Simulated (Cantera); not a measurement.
## Equilibrium for silicon epitaxy and polysilicon growth: Si₂H₆ + Cl₂ + N₂

A closed system holds: 1 mol Si₂H₆, 0.0095 mol Cl₂, 6.8 mol N₂, held at 0.00500 bar.

Cantera equilibrium calculation (NASA polynomials, part measured and part estimated; ideal gas, pure solids and liquids). Candidate condensed phases: NH₄Cl, Si, Si₃N₄; 28 gas species. The feed counts by its element totals alone. N₂ is the only nitrogen source here; it is nearly inert below about 1500 K, so the nitride shown seldom forms there in practice. The tables' values for SiN, SiCl are old estimates; treat these amounts as uncertain. Kinetics and transport are ignored.

```
T (°C)   x N₂   x H₂       x H    x HCl      x Si  x SiCl₂  n Si₃N₄(s)  n Si(l)
------  -----  -----  --------  -------  --------  -------  ----------  -------
925     0.645  0.353   1.60e-6  0.00224    <1e-12  1.38e-8       0.667        0
975     0.645  0.353   3.92e-6  0.00224  1.72e-12  3.97e-8       0.667        0
1025    0.645  0.353   9.00e-6  0.00224  2.26e-11  1.05e-7       0.667        0
1075    0.645  0.353   1.94e-5  0.00224  2.44e-10  2.59e-7       0.667        0
1125    0.645  0.353   3.97e-5  0.00224   2.22e-9  5.97e-7       0.667        0
1175    0.645  0.353   7.74e-5  0.00224   1.73e-8  1.29e-6       0.667        0
1225    0.645  0.353  0.000144  0.00224   1.17e-7  2.66e-6       0.667        0
1275    0.645  0.353  0.000259  0.00223   7.02e-7  5.18e-6       0.667        0
1325    0.645  0.353  0.000447  0.00222   3.75e-6  9.63e-6       0.667        0
1375    0.645  0.352  0.000748  0.00220   1.80e-5  1.71e-5       0.667        0
1425    0.645  0.352   0.00121  0.00217   7.90e-5  2.90e-5       0.666        0
1475    0.692  0.304   0.00178  0.00184  0.000291  3.73e-5           0     2.00
1525    0.692  0.303   0.00274  0.00184  0.000617  3.46e-5           0     1.99
```
x: gas mole fraction; n: condensed amount in mol.

From 925 °C to 1425 °C the condensed part is Si₃N₄(s). From 1475 °C to 1525 °C the condensed part is Si(l). The main Si-bearing gas is SiCl₂ at 925 °C and Si at 1525 °C.
